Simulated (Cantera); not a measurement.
A freely propagating, adiabatic, planar premixed flame of H₂ : O₂ : N₂ : H₂O = 1 : 0.333 : 1.25 : 0.076 (molar parts), unburnt at 373 K and 0.257 atm; mixture-averaged transport, grid criteria slope 0.08 and curve 0.16, no radiation.

Detailed kinetics in Cantera: the H2/O2 subset of GRI-Mech 3.0, which has no nitrogen chemistry. Burning velocities carry a grid error of a few per cent, more on coarse grids.

x: mole fraction of selected species; z is measured from the peak of heat release.

| z (mm) | T (K) | u (m/s) | x H₂ | x O₂ | x H₂O | x HO₂ | x OH | x H₂O₂ |
|---|---|---|---|---|---|---|---|---|
| -6.38 | 373 | 3.54 | 0.376 | 0.125 | 0.0286 | <1e-8 | <1e-8 | <1e-8 |
| -4.25 | 373 | 3.54 | 0.376 | 0.125 | 0.0286 | <1e-8 | <1e-8 | <1e-8 |
| -3.19 | 373 | 3.54 | 0.376 | 0.125 | 0.0286 | <1e-8 | <1e-8 | <1e-8 |
| -2.13 | 373 | 3.54 | 0.376 | 0.125 | 0.0286 | <1e-8 | <1e-8 | <1e-8 |
| -1.06 | 379 | 3.60 | 0.374 | 0.126 | 0.0288 | 6.68e-5 | 9.19e-6 | 2.57e-6 |
| -0.532 | 622 | 5.76 | 0.342 | 0.120 | 0.0473 | 0.000107 | 0.000791 | 3.43e-5 |
| 0 | 1071 | 9.60 | 0.232 | 0.0826 | 0.133 | 3.07e-5 | 0.00186 | 9.70e-7 |
| 0.532 | 1355 | 12.0 | 0.129 | 0.0227 | 0.245 | 7.52e-6 | 0.00498 | 8.67e-7 |
| 1.06 | 1473 | 13.0 | 0.109 | 0.00807 | 0.274 | 2.47e-6 | 0.00638 | 7.07e-7 |
| 2.13 | 1593 | 13.9 | 0.112 | 0.00522 | 0.281 | 1.43e-6 | 0.00764 | 4.93e-7 |
| 4.25 | 1723 | 14.9 | 0.118 | 0.00396 | 0.286 | 9.74e-7 | 0.00848 | 2.82e-7 |
| 8.51 | 1853 | 15.9 | 0.124 | 0.00268 | 0.293 | 6.20e-7 | 0.00857 | 1.46e-7 |
| 17.0 | 1974 | 16.8 | 0.129 | (withheld) | 0.300 | (withheld) | (withheld) | (withheld) |

Q: Some entries are withheld; supply them.

A: 
- 17.0, x O₂: 0.00156
- 17.0, x HO₂: 3.66e-7
- 17.0, x OH: 0.00773
- 17.0, x H₂O₂: 7.38e-8
